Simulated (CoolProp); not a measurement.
Vapour-liquid equilibrium of o-xylene (1) + n-nonane (2) at 133.65 °C; x and y are mole fractions of (1).

Model: multi-fluid Helmholtz-energy mixture model, Zhou 2012 and Lemmon 2006; pair parameters Bell 2016, in CoolProp.

```tsv
x	bubble pressure (kPa)	y at the bubble point	dew pressure at overall composition x (kPa)	liquid density (mol/L)
0.05	64.20	…	63.87	4.956
0.125	…	0.163	…	5.093
0.2	67.70	0.251	66.73	5.236
0.275	69.25	0.332	68.17	5.387
0.35	70.64	0.408	69.58	5.545
0.425	…	0.480	70.94	5.711
0.5	…	…	72.20	5.887
0.575	73.87	0.614	73.34	6.072
0.65	74.62	0.679	74.30	6.267
0.725	75.19	0.743	75.05	6.474
0.8	75.59	0.809	75.55	6.693
0.875	75.79	0.877	75.79	6.925
0.95	75.77	0.949	75.77	7.172
```

**Question.** Complete the blanks.

**Answer.** 
- 0.05, y at the bubble point: 0.068
- 0.125, bubble pressure (kPa): 66.01
- 0.125, dew pressure at overall composition x (kPa): 65.29
- 0.425, bubble pressure (kPa): 71.88
- 0.5, bubble pressure (kPa): 72.95
- 0.5, y at the bubble point: 0.548

y crosses x between x = 0.875 and 0.95: the model has an azeotrope there.

Pair parameters are fitted to limited data, so mixtures are less certain than the pure fluids.
